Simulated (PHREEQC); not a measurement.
A PHREEQC input (ion-association model, phreeqc.dat):

```
SOLUTION 1
  temp 39
  units mg/L
  pH 6.49
  pe 11
  Na 13.1
  K 17.3
  Ca 4.5
  Mg 14.2
  Cl 22.8 charge
  Li 0.1 charge
  S(6) 19.3 as SO4
  Alkalinity 82 as HCO3
  B 0.115
  F 0.0497
END
USE solution 1
EQUILIBRIUM_PHASES 1
  Gypsum 0 0
  CO2(g) -2 10
END
```

It stops with these messages:

```
ERROR: Charge balance specified for more than one species.
ERROR: Program terminating due to input errors.
```

The fault: two constituents marked charge. The line should read `Cl 22.8` where the input has `Cl 22.8 charge / Li 0.1 charge`. With the mend the run ends at pH 7.01 and ionic strength 0.00319 mol/kgw.
